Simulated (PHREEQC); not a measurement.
## City or well water: an equilibrium model

A made-up water analysis in mmol/kgw, 40 °C, pH 6.62, pe 11.6:

| constituent | mmol/kgw |
|---|---|
| Na | 2.87 |
| K | 0.0261 |
| Ca | 2.58 |
| Mg | 0.0925 |
| Cl | 1.7 |
| S(6) | 0.875 |
| Alkalinity (meq/kgw) | 4.96 |
| Li | 0.0143 |
| F | 0.0139 |

Valence states are taken as typed.

Model: ion-association model, phreeqc.dat, run in PHREEQC.

This is a speciation only: nothing precipitates in the calculation.

**Question.** Predict the ionic strength, specific conductance.

**Answer.** ionic strength 0.0110 mol/kgw; specific conductance 1090 µS/cm.

**Question.** In which forms is S present?

**Answer.** SO4-2 82 %, CaSO4 16 %, MgSO4 1.0 %, NaSO4- 0.8 % of the S.

Species that the database lacks are ignored. Away from 25 °C the constants follow the database's enthalpies or fits; those with neither stay at their 25 °C values.
